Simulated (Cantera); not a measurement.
Charge: 1 mol Si₃N₄, 1.3 mol HCl, equilibrated at 0.173 Torr.

Equilibrium computed with Cantera from the NASA thermochemical tables; the gas is ideal and each condensed phase is pure. Candidate condensed phases: NH₄Cl, Si, Si₃N₄; 28 gas species. The numbers say what is thermodynamically allowed, not how fast it happens.

Task: What share of the Si ends up in condensed phases as a function of T (K), at 1650, 1675, 1700, 1725, 1750, 1775, 1800, 1825, 1850, 1875, 1900, 1925?

Result: 
| T (K) | Si condensed (%) | as |
|---|---|---|
| 1650 | 82.7 | Si(s) |
| 1675 | 82.6 | Si(s) |
| 1700 | 82.5 | Si(l) |
| 1725 | 82.4 | Si(l) |
| 1750 | 82.2 | Si(l) |
| 1775 | 81.9 | Si(l) |
| 1800 | 81.4 | Si(l) |
| 1825 | 80.7 | Si(l) |
| 1850 | 79.7 | Si(l) |
| 1875 | 78.3 | Si(l) |
| 1900 | 76.3 | Si(l) |
| 1925 | 73.5 | Si(l) |
